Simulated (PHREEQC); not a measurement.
Solution (25 °C): 43 mmol/kgw KCl and 0.52 mmol/kgw K2SO4. Closed to the air; pH follows from the charge balance.

Equilibrium calculation in PHREEQC: ion-association model, wateq4f.dat.

**Question.** The ionic strength comes out as 0.0444 mol/kgw. What activity coefficients do SO4-2, KSO4-, Cl-, K+ get?

**Answer.** SO4-2 0.48, KSO4- 0.84, Cl- 0.82, K+ 0.82.

This is a speciation only: nothing precipitates in the calculation.
